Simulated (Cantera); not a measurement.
An isothermal, constant-pressure homogeneous reactor starts with CH4 : H2 : CO2 = 0.01 : 1 : 0.0021 (molar parts), at 1923 K and 13300 Pa.

Computed with Cantera and GRI-Mech 3.0 (53 species, 325 reactions). GRI-Mech 3.0 stops at C3 and has no aromatics, soot or wall deposition, so with more carbon than oxygen in the feed, carbon stays in small species such as C2H2 where larger ones or solid carbon would form.

Problem. Predict: x(CH4) at 5.00 s; x(H2) at 5.00 s; x(CO2) at 5.00 s; x(H2O) at 5.00 s; x(CH2) at 5.00 s.

Solution. x(CH4) at 5.00 s: 0.000288 (gas-phase equilibrium 0.000197)
x(H2) at 5.00 s: 0.989 (gas-phase equilibrium 0.989)
x(CO2) at 5.00 s: 4.31e-7 (gas-phase equilibrium 2.87e-11)
x(H2O) at 5.00 s: 0.000510 (gas-phase equilibrium 2.97e-8)
x(CH2) at 5.00 s: 4.83e-8 (gas-phase equilibrium 3.30e-8)
